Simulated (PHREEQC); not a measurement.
PHREEQC input (ion-association model, phreeqc.dat):

```
SOLUTION 1
  temp 25
  units mol/kgw
  pH 7 charge
  K 0.29
END
SELECTED_OUTPUT 1
  -reset false
  -pH true
  -pe true
  -ionic_strength true
  -water true
  -totals K Ntg Oxg
  -molalities H+ K+ OH-
USER_PUNCH 1
  -headings p_Ntg(g) phi_Ntg(g) p_Oxg(g) phi_Oxg(g) p_H2O(g) phi_H2O(g) density
  10 PUNCH PR_P("Ntg(g)"), PR_PHI("Ntg(g)"), PR_P("Oxg(g)"), PR_PHI("Oxg(g)"), PR_P("H2O(g)"), PR_PHI("H2O(g)"), RHO
PRINT
  -reset false
USE solution 1
REACTION_TEMPERATURE 1
  100
GAS_PHASE 1
  -fixed_pressure
  -pressure 2
  -temperature 100
  -volume 20
  Ntg(g) 0.58
  Oxg(g) 1.42
  H2O(g) 0
END
# ... the last block is repeated for the other 12 points of P (atm)
```

Selected output (columns that matter, 13 of 13 rows; P (atm) added in front):

```
P (atm)	pH	mu	K	Ntg	Oxg	m_H+	m_K+	p_Ntg(g)	phi_Ntg(g)	p_Oxg(g)	phi_Oxg(g)	p_H2O(g)	phi_H2O(g)	density
2	11.517	0.2969	0.2969	0.00012537	0.00051245	4.0262e-12	0.2969	0.29188	1.0049	0.71444	1.0011	0.99369	0.98539	0.97266
5	11.513	0.29437	0.29437	0.00049564	0.0020225	4.0631e-12	0.29437	1.1581	1.0035	2.8343	0.9987	1.0076	0.9736	0.97269
10	11.511	0.29397	0.29397	0.0011084	0.0045112	4.082e-12	0.29397	2.6023	1.0034	6.3687	0.99675	1.029	0.95629	0.97291
20	11.508	0.29393	0.29393	0.002318	0.0093853	4.1114e-12	0.29393	5.4907	1.0041	13.437	0.99373	1.0718	0.9236	0.9734
30	11.505	0.29402	0.29402	0.003507	0.014126	4.1395e-12	0.29402	8.3788	1.0051	20.506	0.99104	1.1157	0.89262	0.9739
40	11.502	0.29416	0.29416	0.0046763	0.01874	4.1675e-12	0.29416	11.266	1.0063	27.573	0.98856	1.1608	0.86315	0.97439
50	11.499	0.2943	0.2943	0.0058267	0.02323	4.1957e-12	0.2943	14.154	1.0077	34.639	0.98624	1.207	0.83509	0.97488
75	11.491	0.29471	0.29471	0.0086255	0.03395	4.267e-12	0.29471	21.37	1.012	52.302	0.98116	1.3276	0.77071	0.97611
100	11.484	0.29514	0.29515	0.011323	0.044001	4.3399e-12	0.29515	28.585	1.0173	69.96	0.97701	1.4552	0.71379	0.97733
150	11.469	0.29607	0.29607	0.01645	0.062344	4.491e-12	0.29607	43.008	1.0307	105.26	0.97137	1.7292	0.61889	0.97973
200	11.453	0.29702	0.29702	0.021273	0.078686	4.6497e-12	0.29702	57.424	1.0474	140.55	0.96896	2.0252	0.54441	0.9821
300	11.422	0.29895	0.29895	0.030187	0.10666	4.9922e-12	0.29895	86.241	1.0894	211.09	0.97264	2.6665	0.43872	0.98675
400	11.389	0.30078	0.30078	0.038331	0.12989	5.3721e-12	0.30078	115.05	1.1416	281.61	0.98589	3.3485	0.37055	0.99126
```

Away from 25 °C the constants follow the database's enthalpies or fits; those with neither stay at their 25 °C values.
